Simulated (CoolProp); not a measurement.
Carbonyl sulfide at 283.16 K and 0.502 MPa is throttled through a valve to 0.291 MPa with no heat exchange. Each further row changes one setting.

Model: reference Helmholtz-energy equation of state, Lemmon 2006, in CoolProp. It is a short technical equation, of lower accuracy than the large ones.

```csv
case,temperature change (K),final density (kg/m³)
as stated,-5.1,7.88
outlet pressure 0.0873 MPa,-10.2,2.34
outlet pressure 0.378 MPa,-3.0,10.3
```
